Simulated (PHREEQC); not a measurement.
## Buffer: an equilibrium model

A solution holds 0.02 mol/kgw KHCO3, 0.0048 mol/kgw NaF and 0.014 mol/kgw LiCl, at 9.9 °C. Closed to the air; pH follows from the charge balance.

Equilibrium calculation in PHREEQC: ion-association model, phreeqc.dat.

Precipitation was switched off in this run.

Question: What pH, ionic strength does the model give?

Answer: pH 8.32; ionic strength 0.0390 mol/kgw.

Question: In which forms is C present?

Answer: HCO3- 98 %, CO2 1.1 %, CO3-2 1.1 % of the C.

At this temperature some constants are extrapolated from 25 °C, and those without enthalpy data are left unchanged.
